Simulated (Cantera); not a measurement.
Equilibrium for iron carbonyl, mercury and lead vapours: PbO + H₂

Input: 1 mol PbO, 2 mol H₂, at 42000 Pa.

Cantera equilibrium calculation (NASA polynomials, part measured and part estimated; ideal gas, pure solids and liquids). Candidate condensed phases: H₂O, Pb, PbO, PbO₂, Pb₃O₄; 12 gas species. Rates play no part.

```csv
T (°C),log p H₂,log p H₂O,log p Pb,log p H,log p Pb₂,log p PbO,n Pb(s),n Pb(l)
300,-0.68,-0.68,-12.08,<-12,<-12,<-12,1.00,0
350,-0.68,-0.68,-10.68,<-12,<-12,<-12,0,1.00
400,-0.68,-0.68,-9.51,<-12,<-12,<-12,0,1.00
450,-0.68,-0.68,-8.51,<-12,<-12,<-12,0,1.00
500,-0.68,-0.68,-7.64,<-12,<-12,<-12,0,1.00
550,-0.68,-0.68,-6.87,-11.47,<-12,<-12,0,1.000
600,-0.68,-0.68,-6.20,-10.67,<-12,<-12,0,1.000
650,-0.68,-0.68,-5.60,-9.95,-11.64,-11.68,0,1.000
700,-0.68,-0.68,-5.06,-9.30,-10.74,-10.79,0,1.000
750,-0.68,-0.68,-4.57,-8.72,-9.93,-9.99,0,1.000
800,-0.68,-0.68,-4.14,-8.19,-9.20,-9.26,0,1.000
850,-0.68,-0.68,-3.74,-7.71,-8.53,-8.60,0,0.999
900,-0.68,-0.68,-3.37,-7.27,-7.93,-7.99,0,0.998
```
log p: log10 of the partial pressure in bar; n: condensed amount in mol.

At 300 °C the condensed part is Pb(s). From 350 °C to 900 °C the condensed part is Pb(l).
